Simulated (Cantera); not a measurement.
Cantera run:

```python
import numpy as np
import cantera as ct

gas_names = """
    H HO2 H2 H2O H2O2 H2S H2SO4 O OH O2 O3 S SH SO SO2 SO3 S2 S2O S8
""".split()
cond_names = """
    H2O(s) H2O(L) H2SO4(L) S(cr1) S(cr2) S(L)
""".split()


# ... load() reads the species with a 1 bar reference pressure and builds the phases ...
atoms = {
    'SO2': {'S': 1, 'O': 2},
    'H2': {'H': 2},
}
top_T = {}  # K; cautious upper limits of use, not melting points


# ... equilibrate(T, P, feed) seeds the gas with the atoms and calls Mixture.equilibrate('TP', solver="vcs", rtol=1e-11, max_steps=5000) ...
results = []
feed = {'SO2': 1, 'H2': 0.41}  # mol
T = 2800  # K
for P in [10, 200, 3900, 77000, 1500000, 30000000]:
    mix = equilibrate(T, P, feed)
    results.append((T, P, feed, dict(zip(mix.species_names, mix.species_moles))))

top = {s: max(r[3][s] / sum(r[3][g] for g in gas_names) for r in results) for s in gas_names}
cols = sorted((s for s in top if top[s] > 1e-06), key=lambda s: -top[s])[:8]
seen = [c for c in cond_names if any(r[3].get(c, 0) > 1e-12 for r in results)]
print("log10 of partial pressures in bar; condensed amounts in mol")
print(f"{'P/Pa':>10s}" + "".join(f"{s[:9]:>10s}" for s in cols + seen))
for T, P, feed, n in results:
    ng = sum(n[g] for g in gas_names)
    print(f"{P:10.4g}" + "".join(f"{np.log10(max(n[s] / ng * P / 1e5, 1e-99)):10.3f}" for s in cols)
          + "".join(f"{n.get(c, 0):10.4g}" for c in seen))
```

Output:

```
log10 of partial pressures in bar; condensed amounts in mol
      P/Pa       SO2         O       H2O         S         H        SO        H2        O2
        10    -6.901    -4.308    -8.516    -4.626    -4.655    -5.438    -7.135    -6.085
       200    -3.824    -3.255    -4.815    -3.655    -3.331    -3.414    -4.487    -3.979
      3900    -1.888    -2.662    -2.381    -2.905    -2.410    -2.071    -2.646    -2.793
   7.7e+04    -0.427    -2.391    -0.812    -1.986    -1.761    -0.881    -1.348    -2.251
   1.5e+06     0.911    -2.168     0.563    -1.094    -1.185     0.234    -0.197    -1.805
     3e+07     2.239    -1.872     1.907    -0.357    -0.661     1.267     0.852    -1.214
```

Equilibrium computed with Cantera from the NASA thermochemical tables; the gas is ideal and each condensed phase is pure. The ideal-gas law is rough above about 30 bar.
